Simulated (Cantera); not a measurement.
## NO annealing gas

An isothermal, constant-pressure homogeneous reactor starts with NO : N2 = 1 : 6 (molar parts), at 2223 K and 1330 Pa.

Computed with Cantera and GRI-Mech 3.0 (53 species, 325 reactions). Radical loss at walls, strong at low pressure, is not modelled.

```json
[
 {"t (s)": "0.000100", "x NO": "0.143", "x N2O": "1.35e-7", "x O": "1.36e-7", "x N2": "0.857", "x NO2": "9.94e-12", "x O2": "5.17e-11"},
 {"t (s)": "0.000226", "x NO": "0.143", "x N2O": "3.02e-7", "x O": "3.11e-7", "x N2": "0.857", "x NO2": "4.91e-11", "x O2": "2.65e-10"},
 {"t (s)": "0.000510", "x NO": "0.143", "x N2O": "6.71e-7", "x O": "7.13e-7", "x N2": "0.857", "x NO2": "2.33e-10", "x O2": "1.37e-9"},
 {"t (s)": "0.00115", "x NO": "0.143", "x N2O": "1.46e-6", "x O": "1.67e-6", "x N2": "0.857", "x NO2": "1.03e-9", "x O2": "7.16e-9"},
 {"t (s)": "0.00260", "x NO": "0.143", "x N2O": "3.02e-6", "x O": "4.04e-6", "x N2": "0.857", "x NO2": "3.99e-9", "x O2": "3.84e-8"},
 {"t (s)": "0.00588", "x NO": "0.143", "x N2O": "5.66e-6", "x O": "1.03e-5", "x N2": "0.857", "x NO2": "1.33e-8", "x O2": "2.15e-7"},
 {"t (s)": "0.0133", "x NO": "0.143", "x N2O": "8.81e-6", "x O": "2.71e-5", "x N2": "0.857", "x NO2": "4.01e-8", "x O2": "1.26e-6"},
 {"t (s)": "0.0300", "x NO": "0.143", "x N2O": "1.06e-5", "x O": "7.03e-5", "x N2": "0.857", "x NO2": "1.10e-7", "x O2": "7.47e-6"},
 {"t (s)": "0.0678", "x NO": "0.143", "x N2O": "1.06e-5", "x O": "0.000170", "x N2": "0.857", "x NO2": "2.74e-7", "x O2": "4.23e-5"},
 {"t (s)": "0.153", "x NO": "0.142", "x N2O": "1.02e-5", "x O": "0.000391", "x N2": "0.857", "x NO2": "6.35e-7", "x O2": "0.000226"},
 {"t (s)": "0.346", "x NO": "0.140", "x N2O": "9.23e-6", "x O": "0.000861", "x N2": "0.858", "x NO2": "1.41e-6", "x O2": "0.00114"},
 {"t (s)": "0.781", "x NO": "0.130", "x N2O": "7.08e-6", "x O": "0.00182", "x N2": "0.863", "x NO2": "2.89e-6", "x O2": "0.00533"},
 {"t (s)": "1.76", "x NO": "0.0969", "x N2O": "3.23e-6", "x O": "0.00362", "x N2": "0.878", "x NO2": "4.41e-6", "x O2": "0.0210"},
 {"t (s)": "3.98", "x NO": "0.0352", "x N2O": "3.83e-7", "x O": "0.00572", "x N2": "0.908", "x NO2": "2.52e-6", "x O2": "0.0507"},
 {"t (s)": "9.00", "x NO": "0.00926", "x N2O": "6.10e-8", "x O": "0.00664", "x N2": "0.921", "x NO2": "7.32e-7", "x O2": "0.0632"}
]
```
x: mole fraction; the columns are a selection and need not sum to one.

Equilibrium at this temperature and pressure: NO 0.00795, N2O 5.52e-8, O 0.00687, N2 0.921, NO2 6.23e-7, O2 0.0638 (gas phase only).
